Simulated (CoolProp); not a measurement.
Properties of p-xylene along the isotherm 319 K (Tc = 616.2 K, pc = 3532 kPa, ω = 0.324).

Computed with CoolProp (reference Helmholtz-energy equation of state, Zhou 2012).

| p (kPa) | phase | Z | speed of sound (m/s) | isothermal compressibility (1/MPa) | Prandtl number |
|---|---|---|---|---|---|
| 679 | liquid | 0.03239 | 1228 | 0.001021 | 7.07 |
| 1360 | liquid | 0.06483 | 1232 | 0.001013 | 7.10 |
| 2040 | liquid | 0.09718 | 1236 | 0.001005 | 7.12 |
| 2720 | liquid | 0.1295 | 1240 | 0.0009981 | 7.14 |
| 3400 | liquid | 0.1618 | 1243 | 0.0009909 | 7.16 |
| 4070 | liquid | 0.1935 | 1247 | 0.0009839 | 7.19 |
| 4750 | liquid | 0.2257 | 1251 | 0.0009769 | 7.21 |
| 5430 | liquid | 0.2578 | 1254 | 0.0009700 | 7.23 |
| 6110 | liquid | 0.2899 | 1258 | 0.0009632 | 7.25 |
| 6790 | liquid | 0.3220 | 1262 | 0.0009566 | 7.28 |
| 7470 | liquid | 0.3540 | 1265 | 0.0009500 | 7.30 |
| 8150 | liquid | 0.3860 | 1269 | 0.0009436 | 7.32 |
| 8830 | liquid | 0.4179 | 1272 | 0.0009373 | 7.35 |

Viscosity comes from a separate model (Balogun 2015). Thermal conductivity comes from a separate model (Mylona 2014).
